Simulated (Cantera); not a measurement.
Feed: 1 mol Si3N4, 0.054 mol N2O, 29 mol H2, equilibrated at 79000 Pa.

Equilibrium computed with Cantera from the NASA thermochemical tables; the gas is ideal and each condensed phase is pure. Candidate condensed phases: H2O, Si, SiO2, Si2N2O, Si3N4; 35 gas species. Mutual solubility and eutectic melting of coexisting phases are not modelled. Gases not in the tables: Si2H6 and higher silanes. Rates play no part.

### Question
Which condensed phases are stable at each of these points (T (K)): 1023, 1173, 1323, 1473, 1623, 1773, 1923, 2073, 2223?

### Answer
| T (K) | condensed phases | Si condensed (%) |
|---|---|---|
| 1023 | Si2N2O(s) + Si3N4(s) | 100.0 |
| 1173 | Si2N2O(s) + Si3N4(s) | 100.0 |
| 1323 | Si2N2O(s) + Si3N4(s) | 100.0 |
| 1473 | Si2N2O(s) + Si3N4(s) | 100.0 |
| 1623 | Si2N2O(s) + Si3N4(s) | 100.0 |
| 1773 | Si(l) + Si2N2O(s) + Si3N4(s) | 99.7 |
| 1923 | Si(l) | 98.1 |
| 2073 | Si(l) | 97.8 |
| 2223 | Si(l) | 97.0 |

From 1023 K to 1623 K the condensed part is Si2N2O(s) + Si3N4(s). At 1773 K the condensed part is Si(l) + Si2N2O(s) + Si3N4(s). From 1923 K to 2223 K the condensed part is Si(l).
